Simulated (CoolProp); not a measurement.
Properties of C2F6 (R116) along the isobar 101 kPa.

The numbers come from the reference Helmholtz-energy equation of state, Lemmon 2006 in CoolProp. It is a short technical equation, of lower accuracy than the large ones.

| T (K) | phase | density (kg/m³) | cp (kJ/(kg K)) | expansivity (1/kK) |
|---|---|---|---|---|
| 251.9 | gas | 6.781 | 0.7026 | 4.224 |
| 275.5 | gas | 6.170 | 0.7405 | 3.801 |
| 299 | gas | 5.666 | 0.7770 | 3.465 |
| 322.6 | gas | 5.239 | 0.8119 | 3.187 |
| 346.1 | gas | 4.874 | 0.8448 | 2.955 |
| 369.7 | gas | 4.557 | 0.8757 | 2.755 |
| 393.2 | gas | 4.280 | 0.9043 | 2.582 |
| 416.8 | gas | 4.034 | 0.9310 | 2.430 |
